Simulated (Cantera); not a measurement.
**Pyrogenic steam for wet oxidation**

An isothermal, constant-pressure homogeneous reactor starts with 13.7 % H2, 8.55 % O2, 77.8 % N2, equivalence ratio 0.80, at 1275 K and 0.444 atm.

Cantera simulation using GRI-Mech 3.0 (53 species, 325 reactions); the numbers are that mechanism's predictions, not measurements. The temperature is held fixed by assumption; the heat of reaction is taken as removed at once.

| t (s) | x H2 | x O2 | x H2O2 | x NO | x H2O | x O |
|---|---|---|---|---|---|---|
| 2.00e-5 | 0.137 | 0.0855 | 1.94e-10 | <1e-12 | 9.14e-8 | 1.57e-8 |
| 9.25e-5 | 0.134 | 0.0845 | 1.52e-7 | 1.54e-10 | 0.00163 | 0.000211 |
| 0.000428 | 0.00862 | 0.0231 | 1.66e-6 | 1.33e-5 | 0.130 | 0.00272 |
| 0.00198 | 0.000791 | 0.0186 | 8.12e-7 | 1.45e-5 | 0.146 | 0.000168 |
| 0.00917 | 3.64e-5 | 0.0183 | 1.12e-7 | 1.45e-5 | 0.147 | 7.57e-6 |
| 0.0424 | 2.75e-6 | 0.0183 | 1.48e-8 | 1.45e-5 | 0.147 | 6.78e-7 |
| 0.196 | 4.07e-7 | 0.0183 | 2.69e-9 | 1.45e-5 | 0.147 | 1.09e-7 |
| 0.908 | 1.14e-7 | 0.0183 | 7.78e-10 | 1.45e-5 | 0.147 | 2.97e-8 |
| 4.20 | 8.99e-8 | 0.0183 | 6.02e-10 | 1.45e-5 | 0.147 | 2.27e-8 |
| 19.5 | 8.98e-8 | 0.0183 | 6.02e-10 | 1.45e-5 | 0.147 | 2.27e-8 |
| 90.0 | 8.98e-8 | 0.0183 | 6.02e-10 | 1.45e-5 | 0.147 | 2.27e-8 |
x: mole fraction; the columns are a selection and need not sum to one.

Equilibrium at this temperature and pressure: H2 8.99e-8, O2 0.0183, H2O2 6.01e-10, NO 0.000102, H2O 0.147, O 2.27e-8 (gas phase only).
